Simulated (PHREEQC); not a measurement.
1 kg of water meets 20 L of dry gas (H2S 1 by moles) at fixed total pressure, at 5 atm; fugacities by Peng-Robinson. The gases take part in no redox reaction, some water evaporates into the gas, and hydrates or a liquid gas phase aren't modelled. No solid was allowed to form.

Model: ion-association model, phreeqc.dat, run in PHREEQC.

```tsv
T (°C)	dissolved H2S (mol/kgw)	φ of H2S	pH
30	0.376	0.962	3.65
40	0.306	0.965	3.64
50	0.258	0.968	3.64
60	0.224	0.971	3.64
70	0.199	0.973	3.64
80	0.179	0.975	3.64
90	0.162	0.977	3.66
```

Complexes and solids missing from the database can't appear. At this temperature some constants are extrapolated from 25 °C, and those without enthalpy data are left unchanged.
